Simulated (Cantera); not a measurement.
Input: 1 mol n-butane, 1.4 mol H2, 0.019 mol O2, equilibrated at 1.33 mbar.

Cantera equilibrium calculation (NASA polynomials, part measured and part estimated; ideal gas, pure solids and liquids). Candidate condensed phases: C, C6H6, C7H8, C8H18, H2O; 110 gas species. Kinetics and transport are ignored.

**Question.** What share of the C ends up in condensed phases as a function of T (K), at 1250, 1400, 1550, 1700, 1850, 2000, 2150, 2300, 2450, 2600, 2750, 2900?

**Answer.** 
```
T (K)  C condensed (%)           as
-----  ---------------  -----------
1250              99.0  C(graphite)
1400              99.0  C(graphite)
1550              99.0  C(graphite)
1700              99.0  C(graphite)
1850              99.0  C(graphite)
2000              98.8  C(graphite)
2150              98.5  C(graphite)
2300              97.8  C(graphite)
2450              96.8  C(graphite)
2600              94.5  C(graphite)
2750              82.7  C(graphite)
2900               4.4  C(graphite)
```
